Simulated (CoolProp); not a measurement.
Computed with CoolProp (reference Helmholtz-energy equation of state, Penoncello 2003).

Task: Give the vapour pressure (MPa), vapour density (kg/m³), liquid cp (kJ/(kg K)), surface tension (mN/m) of saturated CHF3 (R23) at 167.6 K.

Result: 
```tsv
T (K)	p (MPa)	vapour density (kg/m³)	liquid cp (kJ/(kg K))	surface tension (mN/m)
167.6	0.0208	1.06	1.21	21.4
```

Surface tension comes from a separate correlation (Mulero 2012).
